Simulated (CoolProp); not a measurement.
20 sccm (0 °C, 1 atm) of nitrogen bubbles through liquid R1336mzz(Z) at 288.1 K and leaves saturated at a total pressure of 0.15 MPa (ideal gas phase). Each further row changes one setting.

Computed with CoolProp (reference Helmholtz-energy equation of state, McLinden 2020).

| case | vapour pressure (kPa) | mole fraction of vapour | delivery (mg/min) | delivery (sccm) | change of delivery for a bath 1 K warmer (%) |
|---|---|---|---|---|---|
| as stated | 48.8 | 0.325 | 70.6 | 9.64 | (withheld) |
| bath temperature 293.1 K | (withheld) | (withheld) | 97.9 | 13.4 | (withheld) |
| total pressure 0.3 MPa | 48.8 | (withheld) | (withheld) | 3.89 | (withheld) |

Task: Some entries are withheld; supply them.

Result: 
- as stated, change of delivery for a bath 1 K warmer (%): 6.6
- bath temperature 293.1 K, vapour pressure (kPa): 60.1
- bath temperature 293.1 K, mole fraction of vapour: 0.401
- bath temperature 293.1 K, change of delivery for a bath 1 K warmer (%): 7.1
- total pressure 0.3 MPa, mole fraction of vapour: 0.163
- total pressure 0.3 MPa, delivery (mg/min): 28.4
- total pressure 0.3 MPa, change of delivery for a bath 1 K warmer (%): 5.2
